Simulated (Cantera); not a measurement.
**Adiabatic ignition**

An adiabatic, constant-pressure homogeneous reactor starts with 5.63 % CH4, 5.30 % H2, 18.3 % O2, 68.7 % N2, 2.03 % H2O, equivalence ratio 0.76, at 1098 K and 2100000 Pa.

Detailed kinetics in Cantera: GRI-Mech 3.0 (53 species, 325 reactions). The pressure lies above the range GRI-Mech 3.0 was tuned for (to about 10 atm).

| t (s) | T (K) | x CH4 | x H2 | x O2 | x C2H6 | x C2H | x NO |
|---|---|---|---|---|---|---|---|
| 1.00e-6 | 1098 | 0.0563 | 0.0530 | 0.183 | <1e-12 | <1e-12 | <1e-12 |
| 3.16e-6 | 1098 | 0.0563 | 0.0530 | 0.183 | <1e-12 | <1e-12 | <1e-12 |
| 1.00e-5 | 1098 | 0.0563 | 0.0530 | 0.183 | <1e-12 | <1e-12 | <1e-12 |
| 3.16e-5 | 1098 | 0.0563 | 0.0530 | 0.183 | 5.13e-12 | <1e-12 | <1e-12 |
| 0.000100 | 1098 | 0.0563 | 0.0530 | 0.183 | 5.96e-11 | <1e-12 | <1e-12 |
| 0.000316 | 1098 | 0.0563 | 0.0529 | 0.183 | 4.93e-9 | <1e-12 | <1e-12 |
| 0.00100 | 1107 | 0.0559 | 0.0521 | 0.182 | 9.02e-6 | <1e-12 | <1e-12 |
| 0.00316 | 2534 | <1e-12 | 0.00139 | 0.0418 | <1e-12 | <1e-12 | 0.00619 |
| 0.0100 | 2527 | <1e-12 | 0.00138 | 0.0400 | <1e-12 | <1e-12 | 0.00986 |
| 0.0316 | 2527 | <1e-12 | 0.00138 | 0.0400 | <1e-12 | <1e-12 | 0.00993 |
| 0.100 | 2527 | <1e-12 | 0.00138 | 0.0400 | <1e-12 | <1e-12 | 0.00993 |
x: mole fraction; the columns are a selection and need not sum to one.

| Property | Result |
|---|---|
| time of steepest temperature rise | 1.42 ms |
| temperature at 0.100 s | 2527 K |
| equilibrium temperature | 2527 K |
| x(CH4) at 0.100 s | <1e-12 (gas-phase equilibrium <1e-12) |
| x(H2) at 0.100 s | 0.00138 (gas-phase equilibrium 0.00138) |
| x(O2) at 0.100 s | 0.0400 (gas-phase equilibrium 0.0400) |
